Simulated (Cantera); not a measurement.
A perfectly stirred reactor is fed with C2H6 : H2 = 1 : 19 (molar parts), at 0.0110 bar; it is held at 1700 K, and followed from long to short residence time.

Cantera simulation using GRI-Mech 3.0 (53 species, 325 reactions); the numbers are that mechanism's predictions, not measurements. GRI-Mech 3.0 stops at C3 and has no aromatics, soot or wall deposition, so with more carbon than oxygen in the feed, carbon stays in small species such as C2H2 where larger ones or solid carbon would form. Radical loss at walls, strong at low pressure, is not modelled.

**Question.** What does this change do: pressure from 0.0110 bar to 0.0190 bar?

**Answer.** 
| quantity | before | after |
|---|---|---|
| x(C2H6) at τ = 1.10 s | 1.55e-5 | 1.18e-5 |
| x(H2) at τ = 1.10 s | 0.942 | 0.944 |
| x(H) at τ = 1.10 s | 0.00180 | 0.00137 |
| x(C2H2) at τ = 1.10 s | 0.0366 | 0.0372 |
| x(CH2) at τ = 1.10 s | 1.14e-6 | 6.62e-7 |
| x(C2H6) at τ = 25.0 ms | 0.000441 | 0.000319 |
| x(H2) at τ = 25.0 ms | 0.925 | 0.928 |
| x(H) at τ = 25.0 ms | 0.00289 | 0.00235 |
| x(C2H2) at τ = 25.0 ms | 0.0211 | 0.0233 |
| x(CH2) at τ = 25.0 ms | 5.31e-6 | 3.62e-6 |
